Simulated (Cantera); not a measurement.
An isothermal, constant-pressure homogeneous reactor starts with 90.9 % NO, 9.09 % N₂, at 2125 K and 0.440 bar.

Cantera simulation using GRI-Mech 3.0 (53 species, 325 reactions); the numbers are that mechanism's predictions, not measurements.

x: mole fraction; the columns are a selection and need not sum to one.

```csv
t (s),x NO,x N₂,x NO₂,x O₂,x O
0.000200,0.909,0.0910,[?],2.40e-5,0.000148
0.000597,0.908,0.0913,[?],0.000292,0.000326
0.00178,0.904,0.0928,[?],0.00179,0.000395
0.00532,0.895,0.0977,[?],0.00658,0.000433
0.0159,0.866,0.112,[?],0.0210,0.000526
0.0474,0.780,0.155,[?],0.0639,0.000733
0.141,0.557,0.266,[?],0.175,0.00110
0.422,0.210,0.440,[?],0.348,0.00149
1.26,0.0366,0.527,[?],0.435,0.00165
3.76,0.0135,0.538,1.85e-5,0.447,0.00167
11.2,0.0128,0.539,1.75e-5,0.447,0.00167
33.5,0.0128,0.539,1.75e-5,0.447,0.00167
100,0.0128,0.539,1.75e-5,0.447,0.00167
```

Task: Complete the blanks.

Result: 
- 0.000200, x NO₂: 7.54e-5
- 0.000597, x NO₂: 0.000194
- 0.00178, x NO₂: 0.000238
- 0.00532, x NO₂: 0.000264
- 0.0159, x NO₂: 0.000324
- 0.0474, x NO₂: 0.000430
- 0.141, x NO₂: 0.000481
- 0.422, x NO₂: 0.000254
- 1.26, x NO₂: 4.95e-5
